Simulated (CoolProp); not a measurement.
Properties of methane at several states.

The numbers come from the reference Helmholtz-energy equation of state, Setzmann 1991 in CoolProp.

```tsv
T (K)	p (bar)	phase	density (kg/m³)	cv (kJ/(kg K))	expansivity (1/kK)
181.3	5.24	gas	5.843	1.595	6.322
240.1	11.3	gas	9.472	1.628	4.757
232.4	3.07	gas	2.581	1.603	4.472
```
